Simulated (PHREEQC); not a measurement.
A PHREEQC speciation (ion-association model, phreeqc.dat) at 25 °C gives pH 7.00 and these molalities:

| species | mol/kgw |
|---|---|
| Na+ | 0.127 |
| SO4-2 | 0.0598 |
| NaSO4- | 0.0113 |
| Mn+2 | 0.00190 |
| MnSO4 | 0.00190 |
| MgSO4 | 0.000203 |
| Mg+2 | 0.000147 |
| HSO4- | 2.32e-7 |
| MnOH+ | 2.16e-7 |
| OH- | 1.41e-7 |
| H+ | 1.26e-7 |

### Question
What are the element totals, and what could have been dissolved in 1 kg of water to give them?

### Answer
One answer among several that fit: totals Mg 0.000350, Mn(2) 0.00380, Na 0.138, S(6) 0.0732 mol/kgw, from 3.8 mmol/kgw MnSO4, 0.35 mmol/kgw MgSO4 and 69 mmol/kgw Na2SO4.

No solid was allowed to form.
